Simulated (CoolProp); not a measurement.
A Linde-Hampson liquefier for dry air: isothermal reversible compression at 250 K from 1 atm to 5 MPa, throttling to 1 atm, return gas leaving the recuperator 10 K below the feed. Each further row changes one setting.

Model: reference Helmholtz-energy equation of state, Lemmon 2000, in CoolProp. It is a pseudo-pure fit of the blend.

```
case                        liquid yield per pass  compression work (kJ/kg of gas)
--------------------------  ---------------------  -------------------------------
as stated                                       ?                              277
high pressure 10 MPa                            ?                                ?
warm-end temperature 280 K                      ?                                ?
warm-end gap 15 K                               ?                              277
```

Task: Complete the blanks.

Result: 
- as stated, liquid yield per pass: 0.015
- high pressure 10 MPa, liquid yield per pass: 0.055
- high pressure 10 MPa, compression work (kJ/kg of gas): 324
- warm-end temperature 280 K, liquid yield per pass: 0.006
- warm-end temperature 280 K, compression work (kJ/kg of gas): 312
- warm-end gap 15 K, liquid yield per pass: 0.001
